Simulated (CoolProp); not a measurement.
Dodecamethylpentasiloxane (MD3M) along the isobar 2.13 MPa: density (kg/m³) from the reference equation and from simpler models built on Tc = 628.0 K, pc = 0.9540 MPa, ω = 0.730; each cubic takes its own stable root.

Computed with CoolProp (reference Helmholtz-energy equation of state, Thol 2019).

```json
[
 {"T (K)": "553", "phase": "liquid", "reference": "607.1"},
 {"T (K)": "559.1", "phase": "liquid", "reference": "599.0"},
 {"T (K)": "565.2", "phase": "liquid", "reference": "590.7"},
 {"T (K)": "571.3", "phase": "liquid", "reference": "582.1"},
 {"T (K)": "577.4", "phase": "liquid", "reference": "573.3"},
 {"T (K)": "583.4", "phase": "liquid", "reference": "564.4"},
 {"T (K)": "589.5", "phase": "liquid", "reference": "555.0"},
 {"T (K)": "595.6", "phase": "liquid", "reference": "545.3"},
 {"T (K)": "601.7", "phase": "liquid", "reference": "535.2"},
 {"T (K)": "607.8", "phase": "liquid", "reference": "524.8"},
 {"T (K)": "613.9", "phase": "liquid", "reference": "513.8"},
 {"T (K)": "620", "phase": "liquid", "reference": "502.3"}
]
```

Task: How far does each simpler model (van der Waals, Peng-Robinson) lie from the reference over these 12 states: mean and median of the absolute difference, and the worst?

Result: 
- van der Waals: mean 35.4 %, median 35.6 %, worst -37.8 % at 553 K and 2.13 MPa
- Peng-Robinson: mean 1.5 %, median 1.1 %, worst -4.1 % at 620 K and 2.13 MPa
